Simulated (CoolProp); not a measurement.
Vapour-liquid equilibrium of R22 (1) + c-C4F8 (RC318) (2) at 0.963 MPa; x and y are mole fractions of (1).

Model: multi-fluid Helmholtz-energy mixture model, Kamei 1995 and Platzer 1990; pair parameters Bell 2016, in CoolProp. This equation is an older, rougher fit; its heat capacities, sound speeds and derivatives of the liquid may be far off and weren't checked against measurements.

Question: Give the bubble temperature and the first vapour's composition at x = 0.15, 0.25, 0.65. Is there an azeotrope?

Answer: x = 0.15: 330.1 K, y = 0.291; x = 0.25: 322.0 K, y = 0.487; x = 0.65: 300.6 K, y = 0.843. No azeotrope shows between x = 0.05 and 0.95.

Pair parameters are fitted to limited data, so mixtures are less certain than the pure fluids. The gap from Raoult's law changes sign with composition, which may be real or a fault of the pair parameters; it wasn't checked against measurements.
